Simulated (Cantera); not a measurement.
Charge: 1 mol BF3, 1.1 mol O2, 50 mol H2, 2.7 mol N2, equilibrated at 1000 Pa.

Equilibrium computed with Cantera from the NASA thermochemical tables; the gas is ideal and each condensed phase is pure. Candidate condensed phases: B, BN, B2O3, B3O3H3, H2O; 62 gas species. Gases not in the tables: H3BO3. Kinetics and transport are ignored.

x: gas mole fraction; n: condensed amount in mol.

```tsv
T (K)	x H2	x H	x N2	x HF	x H2O	x BOF	x BF3	n B2O3(l)
823	0.887	6.91e-11	0.0501	0.0204	0.0306	1.74e-6	0.0109	0.136
1023	0.885	3.90e-8	0.0500	0.0309	0.0252	0.000336	0.00730	0.227
1223	0.879	?	0.0496	?	?	?	?	?
1423	0.874	6.21e-5	0.0494	0.0386	0.0197	0.0154	0.000291	0
1623	0.873	0.000646	0.0493	0.0394	0.0192	0.0154	2.72e-5	0
1823	0.870	?	0.0493	0.0397	0.0191	0.0150	?	0
2023	0.856	0.0176	0.0489	0.0400	0.0189	0.0143	8.83e-7	0
2223	0.817	0.0579	0.0479	0.0404	0.0185	0.0128	2.39e-7	0
2423	0.728	0.151	0.0455	0.0404	0.0174	0.0101	7.16e-8	0
```

Fill in the missing entries.


- 1823, x H: 0.00404
- 1823, x BF3: 4.10e-6
- 1223, x H: 2.82e-6
- 1223, x HF: 0.0349
- 1223, x H2O: 0.0221
- 1223, x BOF: 0.00926
- 1223, x BF3: 0.00323
- 1223, n B2O3(l): 0.0782
